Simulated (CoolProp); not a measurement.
The fluid at 119.85 K and 0.0122 MPa is throttled through a valve to 0.00399 MPa with no heat exchange. The same conditions are run with several fluids, on thermodynamics alone (safety and materials aside).

Model: reference Helmholtz-energy equation of state of each fluid (methane: Setzmann 1991; normal hydrogen: Leachman 2009; dry air: Lemmon 2000; oxygen: Schmidt 1985; nitrogen: Span 2000), in CoolProp. Blends and air are pseudo-pure fits.

```json
[
 {"fluid": "methane", "temperature change (K)": "?", "final density (kg/m³)": "0.0644"},
 {"fluid": "normal hydrogen", "temperature change (K)": "?", "final density (kg/m³)": "0.00807"},
 {"fluid": "dry air", "temperature change (K)": "-0.1", "final density (kg/m³)": "?"},
 {"fluid": "oxygen", "temperature change (K)": "-0.1", "final density (kg/m³)": "?"},
 {"fluid": "nitrogen", "temperature change (K)": "-0.1", "final density (kg/m³)": "?"}
]
```

**Question.** Some entries are withheld; supply them.

**Answer.** 
- methane, temperature change (K): -0.2
- normal hydrogen, temperature change (K): -0.0
- dry air, final density (kg/m³): 0.116
- oxygen, final density (kg/m³): 0.128
- nitrogen, final density (kg/m³): 0.112
